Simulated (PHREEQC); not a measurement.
# Polishing slurry liquid: an equilibrium model

Dissolve 0.05 mol HNO3, 7.3e-05 mol H4SiO4 and 3.4e-05 mol H3BO3 per kg of water at 25 °C. Closed to the air; pH follows from the charge balance.

Computed with PHREEQC (ion-association model, wateq4f.dat).

No solid was allowed to form.

**Question.** Estimate the pH.

**Answer.** pH 1.37.

Species that the database lacks are ignored.
